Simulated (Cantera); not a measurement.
An isothermal, constant-pressure homogeneous reactor starts with CH4 : H2 : N2 = 0.017 : 1 : 0.00081 (molar parts), at 2323 K and 12.8 Torr.

Cantera simulation using GRI-Mech 3.0 (53 species, 325 reactions); the numbers are that mechanism's predictions, not measurements. GRI-Mech 3.0 stops at C3 and has no aromatics, soot or wall deposition, so with more carbon than oxygen in the feed, carbon stays in small species such as C2H2 where larger ones or solid carbon would form. Radical loss at walls, strong at low pressure, is not modelled.

One state of this run: x CH4 = 0.00970; x H2 = 0.969; x C2H = 1.42e-6; x HCN = 1.14e-8; x H = 0.0157; x C2H2 = 0.00183. x: mole fraction; the columns are a selection and need not sum to one.

Task: Which value of t (s) does it belong to?
A) 3.00
B) 0.0307
C) 0.00311
D) 0.0965

Result: C, 0.00311
